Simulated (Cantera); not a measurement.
# Ignition delay

Mixture: CH4 : O2 : N2 = 1 : 1.82 : 8.8 (molar parts), equivalence ratio 1.1, at 1.50 bar, adiabatic and at constant volume. Ignition delay is the time to a rise of 400 K.

Detailed kinetics in Cantera: GRI-Mech 3.0 (53 species, 325 reactions).

| T0 (K) | delay (ms) |
|---|---|
| 1125 | 122 |
| 1225 | 28.9 |
| 1325 | 7.80 |
| 1425 | 2.37 |
| 1525 | 0.813 |
| 1625 | 0.321 |
| 1725 | 0.145 |

```json
{
  "apparent activation energy between 1525 and 1725 K": "190 kJ/mol"
}
```
